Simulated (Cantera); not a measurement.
Feed: 1 mol Nb₂O₅, 0.49 mol H₂, held at 1600 K and 0.100 bar.

Method: chemical equilibrium by Gibbs-energy minimisation in Cantera with the NASA 1993 tables (ideal gas, pure condensed phases). Candidate condensed phases: H₂O, Nb, NbO, NbO₂, Nb₂O₅; 12 gas species. Mutual solubility and eutectic melting of coexisting phases are not modelled. Condensed phases not in the tables: the oxides between NbO₂ and Nb₂O₅. Kinetics and transport are ignored.

Base state: H₂ 0.880, H₂O 0.120, H 0.000161 (mole fractions); condensed: NbO₂(s) + Nb₂O₅(s).

Task: What changes in the equilibrium state with this change: temperature from 1600 K to 1775 K?

Result: 
```tsv
species	before	after
H₂	0.880	0.808
H₂O	0.120	0.191
H	0.000161	0.000823
OH	8.63e-7	1.21e-5
NbO₂(s), mol	0.118	0.187
Nb₂O₅(s), mol	0.941	0.906
```
